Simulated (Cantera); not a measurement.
An isothermal, constant-pressure homogeneous reactor starts with N₂O : H₂O = 1 : 0.098 (molar parts), at 1525 K and 0.160 bar. Integrator tolerance rtol = 1e-08.

Cantera simulation using GRI-Mech 3.0 (53 species, 325 reactions); the numbers are that mechanism's predictions, not measurements. GRI-Mech 3.0 was tuned for natural gas; its chemistry of N2O as a main component is partial and can be far from experiment. The temperature is held fixed by assumption; the heat of reaction is taken as removed at once.

### Question
What does this change do: temperature 1525 to 1200 K?

### Answer
```csv
quantity,before,after
x(N₂O) at 80.0 s,2.86e-6 (gas-phase equilibrium 3.26e-8),0.000555 (gas-phase equilibrium 5.34e-9)
x(H₂O) at 80.0 s,0.0613 (gas-phase equilibrium 0.0613),0.0613 (gas-phase equilibrium 0.0613)
x(H₂O₂) at 80.0 s,2.98e-9 (gas-phase equilibrium 3.28e-9),4.65e-10 (gas-phase equilibrium 3.29e-10)
x(NO) at 80.0 s,0.111 (gas-phase equilibrium 0.00151),0.0450 (gas-phase equilibrium 0.000214)
x(H₂) at 80.0 s,8.01e-7 (gas-phase equilibrium 7.25e-7),5.11e-9 (gas-phase equilibrium 3.51e-9)
x(O₂) at 80.0 s,0.257 (gas-phase equilibrium 0.312),0.290 (gas-phase equilibrium 0.313)
```
The mechanism lacks the step 2 NO + O2 → 2 NO2, which can matter for NO2 below about 1400 K.

### Question
What does this change do: pressure from 0.160 bar to 1.50 bar?

### Answer
```tsv
quantity	before	after
x(N₂O) at 80.0 s	2.86e-6 (gas-phase equilibrium 3.26e-8)	1.56e-6 (gas-phase equilibrium 1.00e-7)
x(H₂O) at 80.0 s	0.0613 (gas-phase equilibrium 0.0613)	0.0613 (gas-phase equilibrium 0.0613)
x(H₂O₂) at 80.0 s	2.98e-9 (gas-phase equilibrium 3.28e-9)	9.45e-9 (gas-phase equilibrium 1.01e-8)
x(NO) at 80.0 s	0.111 (gas-phase equilibrium 0.00151)	0.0746 (gas-phase equilibrium 0.00151)
x(H₂) at 80.0 s	8.01e-7 (gas-phase equilibrium 7.25e-7)	2.53e-7 (gas-phase equilibrium 2.37e-7)
x(O₂) at 80.0 s	0.257 (gas-phase equilibrium 0.312)	0.275 (gas-phase equilibrium 0.312)
```

### Question
What does this change do: temperature 1525 to 1125 K?

### Answer
```csv
quantity,before,after
x(N₂O) at 80.0 s,2.86e-6 (gas-phase equilibrium 3.26e-8),0.0773 (gas-phase equilibrium 3.05e-9)
x(H₂O) at 80.0 s,0.0613 (gas-phase equilibrium 0.0613),0.0637 (gas-phase equilibrium 0.0613)
x(H₂O₂) at 80.0 s,2.98e-9 (gas-phase equilibrium 3.28e-9),6.14e-9 (gas-phase equilibrium 1.61e-10)
x(NO) at 80.0 s,0.111 (gas-phase equilibrium 0.00151),0.0307 (gas-phase equilibrium 0.000116)
x(H₂) at 80.0 s,8.01e-7 (gas-phase equilibrium 7.25e-7),1.99e-8 (gas-phase equilibrium 6.65e-10)
x(O₂) at 80.0 s,0.257 (gas-phase equilibrium 0.312),0.271 (gas-phase equilibrium 0.313)
```
The mechanism lacks the step 2 NO + O2 → 2 NO2, which can matter for NO2 below about 1400 K.
